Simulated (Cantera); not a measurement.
Feed: 1 mol SO2, 0.21 mol O2, 8.9 mol H2, at 7.50 Torr.

Method: chemical equilibrium by Gibbs-energy minimisation in Cantera with the NASA 1993 tables (ideal gas, pure condensed phases). Candidate condensed phases: H2O, H2SO4, S; 19 gas species. The numbers say what is thermodynamically allowed, not how fast it happens.

Question: At 2573 K, list the 5 most abundant gas species with their mole fractions, and the condensed phases.

Answer: H2 0.510, H 0.245, H2O 0.139, SO 0.0345, S 0.0310. Condensed: gas only.
